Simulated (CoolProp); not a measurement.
Vapour-liquid equilibrium of n-hexane (1) + p-xylene (2) at 183.45 °C; x and y are mole fractions of (1).

Values from CoolProp's multi-fluid Helmholtz-energy mixture model, Thol 2019 and Zhou 2012; pair parameters Bell 2016.

```csv
x,bubble pressure (MPa),y at the bubble point,dew pressure at overall composition x (MPa),liquid density (mol/L)
0.05,0.3546,?,?,6.605
0.15,?,0.428,0.3401,6.517
0.25,0.5772,0.571,0.3777,6.423
0.35,0.6822,0.668,0.4241,6.324
0.45,0.7847,0.742,0.4828,6.217
0.55,?,0.801,0.5588,6.102
0.65,0.9882,0.851,?,5.977
0.75,?,0.896,0.7977,5.842
0.85,1.202,0.938,?,?
0.95,1.318,0.979,1.235,5.527
```

Question: Complete the blanks.

Answer: 
- 0.05, y at the bubble point: 0.191
- 0.05, dew pressure at overall composition x (MPa): 0.3091
- 0.15, bubble pressure (MPa): 0.4684
- 0.55, bubble pressure (MPa): 0.8861
- 0.65, dew pressure at overall composition x (MPa): 0.6600
- 0.75, bubble pressure (MPa): 1.093
- 0.85, dew pressure at overall composition x (MPa): 0.9864
- 0.85, liquid density (mol/L): 5.693

No azeotrope shows between x = 0.05 and 0.95.

Pair parameters are fitted to limited data, so mixtures are less certain than the pure fluids. The gap from Raoult's law changes sign with composition, which may be real or a fault of the pair parameters; it wasn't checked against measurements.
